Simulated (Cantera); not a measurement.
Charge: 1 mol Si, 0.078 mol H2O, 10 mol N2, 0.13 mol CO2, at 752 °C.

These are equilibrium values from Cantera (NASA tables, ideal gas, pure condensed phases), not measurements of a reactor. Candidate condensed phases: C, C6H6, C7H8, C8H18, H2O, Si, SiC, SiO2, Si2N2O, Si3N4; 151 gas species. N2 is the only nitrogen source here; it is nearly inert below about 1500 K, so the nitride shown seldom forms there in practice. Mutual solubility and eutectic melting of coexisting phases are not modelled. Kinetics and transport are ignored.

Task: At 1000000 Pa, list the 3 most abundant gas species with their mole fractions, and the condensed phases.

Result: N2 0.992, H2 0.00809, CH4 4.81e-5. Condensed: C(graphite) + Si2N2O(s) + Si3N4(s).
